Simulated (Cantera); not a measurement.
Input: 1 mol SiH4, 15 mol N2, held at 2073 K.

Cantera equilibrium calculation (NASA polynomials, part measured and part estimated; ideal gas, pure solids and liquids). Candidate condensed phases: Si, Si3N4; 18 gas species. Gases not in the tables: Si2H6 and higher silanes. Kinetics and transport are ignored.

Task: Which condensed phases are stable at each of these points (P (Pa)): 5, 15, 45, 140, 410, 1200, 3700, 11000, 33000, 100000?

Result: 
| P (Pa) | condensed phases | Si condensed (%) |
|---|---|---|
| 5 | gas only | 0.0 |
| 15 | gas only | 0.0 |
| 45 | gas only | 0.0 |
| 140 | gas only | 0.0 |
| 410 | Si(l) | 53.5 |
| 1200 | Si(l) | 83.8 |
| 3700 | Si(l) | 94.4 |
| 11000 | Si(l) | 97.9 |
| 33000 | Si(l) | 99.2 |
| 100000 | Si3N4(s) | 99.8 |

From 5.00e-5 bar to 0.00140 bar nothing is condensed. From 0.00410 bar to 0.330 bar the condensed part is Si(l). At 1.00 bar the condensed part is Si3N4(s).
